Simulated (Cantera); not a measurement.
Input (Python, Cantera) and output of one run.

```python
import numpy as np
import cantera as ct

gas_names = [...]  # 114 gases of nasa_gas.yaml made of C, Fe, H, O
cond_names = """
    C(gr) C6H6(L) C7H8(L) C8H18(L),n-octa Fe(a) Fe(c) Fe(d) Fe(L) FeC5O5(L) FeO(s) FeO(L) Fe(OH)2(s)
    Fe(OH)3(s) Fe2O3(s) Fe3O4(s) H2O(s) H2O(L)
""".split()


# ... load() reads the species with a 1 bar reference pressure and builds the phases ...
atoms = {
    'Fe2O3': {'Fe': 2, 'O': 3},
    'CH4': {'C': 1, 'H': 4},
    'CO': {'C': 1, 'O': 1},
}
top_T = {'C(gr)': 4500, 'Fe2O3(s)': 1830, 'Fe3O4(s)': 1870}  # K; cautious upper limits of use, not melting points


# ... equilibrate(T, P, feed) seeds the gas with the atoms and calls Mixture.equilibrate('TP', solver="vcs", rtol=1e-11, max_steps=5000) ...
results = []
feed = {'Fe2O3': 1, 'CH4': 3.8, 'CO': 0.022}  # mol
T = 1575  # K
P = 160  # Pa
mix = equilibrate(T, P, feed)
results.append((T, P, feed, dict(zip(mix.species_names, mix.species_moles))))
x = sorted(zip(gas.X, gas.species_names), reverse=True)
print(f"T = {T:g} K  P = {P:g} Pa  gas = {mix.phase_moles(0):.4g} mol")
print("   x: " + "  ".join(f"{s} {v:.3e}" for v, s in x if v > 0.0001))
print("   condensed (mol): " + ("  ".join(f"{mix.phase(i).name} {mix.phase_moles(i):.4g}"
      for i in range(1, mix.n_phases) if mix.phase_moles(i) > 1e-12) or "none"))
```

Output:

```
T = 1575 K  P = 160 Pa  gas = 10.63 mol
   x: H2 7.144e-01  CO 2.843e-01  H 8.781e-04  Fe 4.270e-04
   condensed (mol): C(gr) 0.7997  Fe(c) 1.995
```

Cantera equilibrium calculation (NASA polynomials, part measured and part estimated; ideal gas, pure solids and liquids). Iron dissolves carbon and melts from about 1420 K in contact with it, which pure phases cannot show. Condensed phases not in the tables: cementite and carbon dissolved in iron.
